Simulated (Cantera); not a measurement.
An isothermal, constant-pressure homogeneous reactor starts with 28.1 % H₂, 71.9 % O₂, at 1473 K and 510 Pa.

Detailed kinetics in Cantera: the H2/O2 subset of GRI-Mech 3.0, which has no nitrogen chemistry. Radical loss at walls, strong at low pressure, is not modelled. The temperature is held fixed by assumption; the heat of reaction is taken as removed at once.

x: mole fraction; the columns are a selection and need not sum to one.

| t (s) | x H₂ | x O₂ | x HO₂ | x H | x H₂O₂ |
|---|---|---|---|---|---|
| 2.00e-6 | 0.281 | 0.719 | 9.43e-9 | 9.27e-9 | <1e-12 |
| 6.59e-6 | 0.281 | 0.719 | 3.11e-8 | 2.96e-8 | 6.43e-12 |
| 2.17e-5 | 0.281 | 0.719 | (withheld) | (withheld) | 6.94e-11 |
| 7.17e-5 | 0.281 | 0.719 | 3.37e-7 | 3.51e-7 | 7.42e-10 |
| 0.000236 | 0.281 | 0.719 | 1.10e-6 | 4.76e-6 | 7.63e-9 |
| 0.000779 | 0.260 | 0.708 | 1.07e-6 | (withheld) | (withheld) |
| 0.00257 | 0.0189 | 0.552 | 2.01e-6 | 0.0913 | 8.36e-8 |
| 0.00847 | 0.0185 | 0.556 | 2.04e-6 | 0.0867 | 8.51e-8 |
| 0.0279 | 0.0170 | 0.570 | 2.15e-6 | 0.0725 | 8.95e-8 |
| 0.0920 | 0.0121 | 0.607 | 2.34e-6 | 0.0383 | 9.54e-8 |
| 0.303 | 0.00340 | 0.655 | 1.84e-6 | 0.00499 | 6.86e-8 |
| 1.00 | 0.000342 | 0.671 | 4.84e-7 | 0.000154 | 2.30e-8 |

Problem. Complete the blanks.

Solution. 
- 2.17e-5, x HO₂: 1.02e-7
- 2.17e-5, x H: 9.22e-8
- 0.000779, x H: 0.00894
- 0.000779, x H₂O₂: 2.32e-8
